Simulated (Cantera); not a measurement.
Input (Python, Cantera) and output of one run.

```python
import numpy as np
import cantera as ct

gas_names = """
    C CN CO CO2 C2 CCN CNC C2N2 C2O C3 C3O2 C4 C4N2 C5 N NCO NO NO2 NO3 N2 N2O O O2 O3 Pb PbO Pb2
""".split()
cond_names = """
    C(gr) Pb(cr) Pb(L) PbO(rd) PbO(yw) PbO(L) PbO2(s) Pb3O4(s)
""".split()


# ... load() reads the species with a 1 bar reference pressure and builds the phases ...
atoms = {
    'PbO': {'Pb': 1, 'O': 1},
    'CO': {'C': 1, 'O': 1},
    'N2': {'N': 2},
}
top_T = {'C(gr)': 4500, 'Pb3O4(s)': 820}  # K; cautious upper limits of use, not melting points


# ... equilibrate(T, P, feed) seeds the gas with the atoms and calls Mixture.equilibrate('TP', solver="vcs", rtol=1e-11, max_steps=5000) ...
results = []
feed = {'PbO': 1, 'CO': 6.8, 'N2': 0.4}  # mol
P = 1000  # Pa
for T in [700, 775, 850, 925, 1000, 1075, 1150, 1225, 1300, 1375, 1450, 1525, 1600]:
    mix = equilibrate(T, P, feed)
    results.append((T, P, feed, dict(zip(mix.species_names, mix.species_moles))))
    x = sorted(zip(gas.X, gas.species_names), reverse=True)
    print(f"T = {T:g} K  P = {P:g} Pa  gas = {mix.phase_moles(0):.4g} mol")
    print("   x: " + "  ".join(f"{s} {v:.3e}" for v, s in x if v > 0.0001))
    print("   condensed (mol): " + ("  ".join(f"{mix.phase(i).name} {mix.phase_moles(i):.4g}"
          for i in range(1, mix.n_phases) if mix.phase_moles(i) > 1e-12) or "none"))
```

Result:

```
T = 700 K  P = 1000 Pa  gas = 4.62 mol
   x: CO2 7.748e-01  CO 1.386e-01  N2 8.658e-02
   condensed (mol): C(gr) 2.58  Pb(L) 1
T = 775 K  P = 1000 Pa  gas = 5.568 mol
   x: CO2 4.727e-01  CO 4.555e-01  N2 7.184e-02
   condensed (mol): C(gr) 1.632  Pb(L) 1
T = 850 K  P = 1000 Pa  gas = 7.196 mol
   x: CO 8.048e-01  CO2 1.395e-01  N2 5.559e-02
   condensed (mol): C(gr) 0.004164  Pb(L) 0.9998
T = 925 K  P = 1000 Pa  gas = 7.202 mol
   x: CO 8.053e-01  CO2 1.389e-01  N2 5.554e-02  Pb 2.672e-04
   condensed (mol): Pb(L) 0.9981
T = 1000 K  P = 1000 Pa  gas = 7.212 mol
   x: CO 8.043e-01  CO2 1.387e-01  N2 5.547e-02  Pb 1.620e-03
   condensed (mol): Pb(L) 0.9883
T = 1075 K  P = 1000 Pa  gas = 7.255 mol
   x: CO 7.994e-01  CO2 1.378e-01  N2 5.513e-02  Pb 7.594e-03
   condensed (mol): Pb(L) 0.9449
T = 1150 K  P = 1000 Pa  gas = 7.415 mol
   x: CO 7.822e-01  CO2 1.349e-01  N2 5.395e-02  Pb 2.897e-02
   condensed (mol): Pb(L) 0.7852
T = 1225 K  P = 1000 Pa  gas = 7.942 mol
   x: CO 7.303e-01  CO2 1.259e-01  Pb 9.345e-02  N2 5.036e-02
   condensed (mol): Pb(L) 0.2577
T = 1300 K  P = 1000 Pa  gas = 8.2 mol
   x: CO 7.073e-01  CO2 1.219e-01  Pb 1.219e-01  N2 4.878e-02
   condensed (mol): none
T = 1375 K  P = 1000 Pa  gas = 8.2 mol
   x: CO 7.073e-01  CO2 1.219e-01  Pb 1.219e-01  N2 4.878e-02
   condensed (mol): none
T = 1450 K  P = 1000 Pa  gas = 8.2 mol
   x: CO 7.073e-01  CO2 1.219e-01  Pb 1.219e-01  N2 4.878e-02
   condensed (mol): none
T = 1525 K  P = 1000 Pa  gas = 8.2 mol
   x: CO 7.073e-01  CO2 1.219e-01  Pb 1.219e-01  N2 4.878e-02
   condensed (mol): none
T = 1600 K  P = 1000 Pa  gas = 8.2 mol
   x: CO 7.074e-01  CO2 1.219e-01  Pb 1.219e-01  N2 4.878e-02
   condensed (mol): none
```

Cantera equilibrium calculation (NASA polynomials, part measured and part estimated; ideal gas, pure solids and liquids).
